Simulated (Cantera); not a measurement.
Charge: 1 mol Si₃H₈, 0.013 mol Cl₂, 14 mol N₂, held at 1648.15 K and 14.0 mbar.

These are equilibrium values from Cantera (NASA tables, ideal gas, pure condensed phases), not measurements of a reactor. Candidate condensed phases: NH₄Cl, Si, Si₃N₄; 28 gas species. The feed counts by its element totals alone. The numbers say what is thermodynamically allowed, not how fast it happens.

Base state: N₂ 0.749, H₂ 0.249, HCl 0.00161, H 0.000376 (mole fractions); condensed: Si₃N₄(s).

Problem. What changes in the equilibrium state with this change: Cl₂ from 0.013 to 0.46 mol?

Solution. 
```tsv
species	before	after
N₂	0.749	0.730
H₂	0.249	0.220
HCl	0.00161	0.0448
SiCl₂	5.90e-6	0.00529
SiCl₃	2.37e-9	6.29e-5
Cl	1.91e-6	5.66e-5
H	0.000376	0.000353
Si₃N₄(s), mol	1.000	0.970
```
The tables' values for SiCl₃ are old estimates; treat these amounts as uncertain.

Problem. What changes in the equilibrium state with this change: 1.9 mol H₂O added?

Solution. 
```
species                before     after
-------------------  --------  --------
N₂                      0.749     0.665
H₂                      0.249     0.305
SiO                         0    0.0278
H₂O                         0   6.58e-5
HCl                   0.00161   0.00135
H                    0.000376  0.000417
Si₃N₄(s), mol           1.000         0
SiO₂(β-quartz), mol         0    0.0876
Si₂N₂O(s), mol              0      1.19
```
Mutual solubility and eutectic melting of coexisting phases are not modelled. The tables hold silica as quartz up to 1696 K and as liquid above; real silica turns to tridymite and cristobalite and melts near 1996 K. Further candidate phases: H₂O, SiO₂, Si₂N₂O.
